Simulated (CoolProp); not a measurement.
Propylene along the isobar 25.2 bar: fugacity coefficient from the reference equation and from simpler models built on Tc = 364.2 K, pc = 45.55 bar, ω = 0.146; each cubic takes its own stable root.

The numbers come from the reference Helmholtz-energy equation of state, Lemmon 2013 in CoolProp.

| T (K) | phase | reference |
|---|---|---|
| 353.2 | gas | 0.7956 |
| 369.7 | gas | 0.8237 |
| 386.2 | gas | 0.8468 |
| 402.8 | gas | 0.8662 |
| 419.3 | gas | 0.8825 |
| 435.8 | gas | 0.8965 |
| 452.3 | gas | 0.9085 |
| 468.8 | gas | 0.9190 |

Problem. How far does each simpler model (Soave-Redlich-Kwong, Peng-Robinson) lie from the reference over these 8 states: mean and median of the absolute difference, and the worst?

Solution. 
- Soave-Redlich-Kwong: mean 0.3 %, median 0.3 %, worst +0.5 % at 468.8 K and 25.2 bar
- Peng-Robinson: mean 1.5 %, median 1.5 %, worst -1.8 % at 353.2 K and 25.2 bar
